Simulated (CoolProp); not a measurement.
The fluid at 293.15 K and 0.138 MPa flows at 1.5 m/s in a round tube of 1 mm bore and 15 µm roughness, fully developed (64/Re and Nu = 3.66 if laminar; Colebrook and Gnielinski if turbulent). The same conditions are run with several fluids, on thermodynamics alone (safety and materials aside).

The numbers come from the reference Helmholtz-energy equation of state of each fluid (R124: de Vries 1995; nitrogen: Span 2000; R125: Lemmon 2005; R507A: Lemmon 2003) in CoolProp. Blends and air are pseudo-pure fits.

```csv
fluid,Reynolds number,Darcy friction factor,pressure drop (Pa/m),heat-transfer coefficient (W/(m² K)),mass flow (kg/h)
R124,[?],0.0673,[?],46.7,0.0341
nitrogen,135,0.473,844,93.3,[?]
R125,818,[?],612,[?],0.0295
R507A,718,0.0891,575,48.1,[?]
```

Question: Complete the blanks.

Answer: 
- R124, Reynolds number: 951
- R124, pressure drop (Pa/m): 608
- nitrogen, mass flow (kg/h): 0.00673
- R125, Darcy friction factor: 0.0783
- R125, heat-transfer coefficient (W/(m² K)): 50.0
- R507A, mass flow (kg/h): 0.0243

Transport values come from each fluid's own correlations; those of R124 are estimates that may be off by 10 % or more.
